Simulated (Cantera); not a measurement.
Cantera run:

```python
import numpy as np
import cantera as ct

gas_names = """
    CL CL2 H HCL H2 Si SiCL SiCL2 SiCL3 SiCL4 SiH SiHCL3 SiH2 SiH2CL2 SiH3 SiH3CL SiH4 Si2 Si3
""".split()
cond_names = """
    Si(cr) Si(L)
""".split()


def load(file, names, dense=False):
    # The tables refer to 1 bar. Condensed volumes are neglected.
    table = {s.name: s for s in ct.Species.list_from_file(file)}
    out = []
    for n in names:
        d = dict(table[n].input_data)
        d["thermo"] = dict(d["thermo"], **{"reference-pressure": 1e5})
        if dense:
            d["equation-of-state"] = {"model": "constant-volume", "density": "1e6 g/cm^3"}
        out.append(ct.Species.from_dict(d))
    return out


gas = ct.Solution(thermo="ideal-gas", species=load("nasa_gas.yaml", gas_names))
cond = {s.name: ct.Solution(thermo="fixed-stoichiometry", species=[s], name=s.name)
        for s in load("nasa_condensed.yaml", cond_names, dense=True)}
atoms = {
    'SiCl4': {'Si': 1, 'CL': 4},
    'H2': {'H': 2},
}
top_T = {}  # K; cautious upper limits of use, not melting points


def equilibrate(T, P, feed):
    n = {}
    for name, mol in feed.items():
        for a, k in atoms[name].items():
            n[a] = n.get(a, 0.0) + k * mol
    gas.TPX = T, P, n
    mass = sum(n.values()) * gas.mean_molecular_weight
    gas.equilibrate("TP")
    valid = [c for c in cond.values() if c.min_temp <= T <= top_T.get(c.name, c.max_temp)]
    mix = ct.Mixture([(gas, mass / gas.mean_molecular_weight)] + [(c, 0.0) for c in valid])
    mix.T, mix.P = T, P
    mix.equilibrate("TP", solver="vcs", rtol=1e-11, max_steps=5000)
    return mix


results = []
T = 1975  # K
P = 140  # Pa
for m in [8.2, 13, 21, 35, 56, 91, 150, 240, 390, 630, 1000, 1600]:
    feed = {'SiCl4': 1, 'H2': m}  # mol
    mix = equilibrate(T, P, feed)
    results.append((T, P, feed, dict(zip(mix.species_names, mix.species_moles))))

top = {s: max(r[3][s] / sum(r[3][g] for g in gas_names) for r in results) for s in gas_names}
cols = sorted((s for s in top if top[s] > 0.001), key=lambda s: -top[s])[:9]
seen = [c for c in cond_names if any(r[3].get(c, 0) > 1e-12 for r in results)]
print("log10 of partial pressures in bar; condensed amounts in mol")
print(f"{'n(H2)':>10s}" + "".join(f"{s[:9]:>10s}" for s in cols + seen))
for T, P, feed, n in results:
    ng = sum(n[g] for g in gas_names)
    print(f"{feed['H2']:10.4g}" + "".join(f"{np.log10(max(n[s] / ng * P / 1e5, 1e-99)):10.3f}" for s in cols)
          + "".join(f"{n.get(c, 0):10.4g}" for c in seen))
```

Result:

```
log10 of partial pressures in bar; condensed amounts in mol
     n(H2)        H2       HCL     SiCL2         H        Si        CL      SiCL
       8.2    -3.035    -3.533    -3.953    -4.381    -4.805    -5.006    -5.294
        13    -2.982    -3.663    -4.181    -4.355    -4.720    -5.162    -5.366
        21    -2.946    -3.800    -4.464    -4.337    -4.692    -5.318    -5.493
        35    -2.920    -3.953    -4.828    -4.324    -4.724    -5.484    -5.691
        56    -2.904    -4.106    -5.229    -4.316    -4.804    -5.644    -5.931
        91    -2.892    -4.279    -5.714    -4.310    -4.932    -5.823    -6.238
       150    -2.884    -4.472    -6.278    -4.306    -5.100    -6.021    -6.605
       240    -2.879    -4.665    -6.849    -4.303    -5.281    -6.216    -6.980
       390    -2.875    -4.869    -7.460    -4.301    -5.479    -6.422    -7.385
       630    -2.873    -5.075    -8.075    -4.300    -5.682    -6.628    -7.794
      1000    -2.872    -5.274    -8.672    -4.300    -5.879    -6.828    -8.191
      1600    -2.871    -5.477    -9.282    -4.299    -6.081    -7.032    -8.597
```

Cantera equilibrium calculation (NASA polynomials, part measured and part estimated; ideal gas, pure solids and liquids). The tables' values for SiCl, SiCl3 are old estimates; treat these amounts as uncertain. Gases not in the tables: Si2H6 and higher silanes.
